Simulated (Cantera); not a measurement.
Feed: 1 mol Ti, 0.059 mol C₃H₈, a varied amount of H₂, equilibrated at 2175 K and 230 Pa.

Cantera equilibrium calculation (NASA polynomials, part measured and part estimated; ideal gas, pure solids and liquids). Candidate condensed phases: C, C₆H₆, C₇H₈, C₈H₁₈, Ti, TiC; 77 gas species. TiC: taken at fixed stoichiometry. The numbers say what is thermodynamically allowed, not how fast it happens.

Q: At 24 mol H₂, list the 3 most abundant gas species with their mole fractions, and the condensed phases.

A: H₂ 0.874, H 0.0951, Ti 0.0313. Condensed: TiC(s).
